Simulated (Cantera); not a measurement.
An adiabatic, constant-volume homogeneous reactor starts with CH₄ : H₂ : O₂ : N₂ : H₂O = 1 : 0.07 : 1.2 : 4.5 : 0.14 (molar parts), equivalence ratio 1.7, at 1150 K and 4.93 atm.

Computed with Cantera and GRI-Mech 3.0 (53 species, 325 reactions).

Problem. Predict: time of steepest temperature rise; temperature at 0.200 s; equilibrium temperature; x(H₂) at 0.200 s; x(O₂) at 0.200 s; x(H) at 0.200 s.

Solution. 
* **time of steepest temperature rise**: 8.35 ms
* **temperature at 0.200 s**: 2724 K
* **equilibrium temperature**: 2724 K
* **x(H₂) at 0.200 s**: 0.110 (gas-phase equilibrium 0.110)
* **x(O₂) at 0.200 s**: 4.86e-5 (gas-phase equilibrium 4.86e-5)
* **x(H) at 0.200 s**: 0.00569 (gas-phase equilibrium 0.00569)
